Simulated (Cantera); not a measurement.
Input: 1 mol SiCl4, 5.9 mol O2, held at 0.0133 bar.

Cantera equilibrium calculation (NASA polynomials, part measured and part estimated; ideal gas, pure solids and liquids). Candidate condensed phases: Si, SiO2; 15 gas species. The tables hold silica as quartz up to 1696 K and as liquid above; real silica turns to tridymite and cristobalite and melts near 1996 K. The numbers say what is thermodynamically allowed, not how fast it happens. All values below are at 1475 °C.

Base state: O2 0.569, Cl 0.395, Cl2 0.0345, ClO 0.000644, O 0.000479 (mole fractions); condensed: SiO2(condensed).

### Question
What changes in the equilibrium state with this change: O2 from 5.9 to 30 mol?

### Answer
```tsv
species	before	after
O2	0.569	0.881
Cl	0.395	0.115
Cl2	0.0345	0.00294
ClO	0.000644	0.000234
O	0.000479	0.000596
SiO2(condensed), mol	1.000	1.000
```
